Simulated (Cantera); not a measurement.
# N2O furnace oxynitridation

A perfectly stirred reactor is fed with 1.96 % N2O, 0.288 % H2, 97.8 % N2, at 0.133 bar; it is held at 1500 K, and followed from long to short residence time.

Model: GRI-Mech 3.0 (53 species, 325 reactions), integrated in Cantera. GRI-Mech 3.0 was tuned for natural gas; its chemistry of N2O as a main component is partial and can be far from experiment.

```csv
τ (s),x N2O,x H2,x HO2,x NO,x H2O,x N2,x O2
2.9,0.000792,8.56e-6,2.52e-8,0.00188,0.00282,0.988,0.00691
1.5,0.00141,1.17e-5,3.40e-8,0.00187,0.00281,0.987,0.00661
0.74,0.00256,1.76e-5,5.07e-8,0.00179,0.00281,0.987,0.00608
0.38,0.00431,2.80e-5,7.87e-8,0.00162,0.00280,0.986,0.00530
0.19,0.00683,4.79e-5,1.27e-7,0.00135,0.00278,0.985,0.00420
0.097,0.00962,8.32e-5,1.96e-7,0.00101,0.00274,0.983,0.00300
0.049,0.0122,0.000147,2.78e-7,0.000689,0.00268,0.982,0.00189
0.025,0.0142,0.000259,3.43e-7,0.000448,0.00257,0.981,0.00107
0.013,0.0156,0.000447,3.70e-7,0.000298,0.00237,0.981,0.000559
0.0064,0.0167,0.000800,3.50e-7,0.000197,0.00202,0.980,0.000240
```
x: mole fraction; the columns are a selection and need not sum to one.
